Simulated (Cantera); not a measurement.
A perfectly stirred reactor is fed with 57.9 % CH₄, 39.4 % CO₂, 2.67 % H₂O, at 760 Torr; it is held at 2000 K, and followed from long to short residence time.

Model: GRI-Mech 3.0 (53 species, 325 reactions), integrated in Cantera.

One state of this run: x CH₄ = 0.0306; x CO₂ = 0.0297; x HCO = 2.00e-7; x C₂H = 4.67e-6; x H₂O₂ = 1.68e-11; x C₂H₆ = 2.02e-5; x H = 0.000981. x: mole fraction; the columns are a selection and need not sum to one.

Problem. Which value of τ (s) does it belong to?
A. 0.0021
B. 0.023
C. 0.013
D. 0.48

Solution. C, 0.013
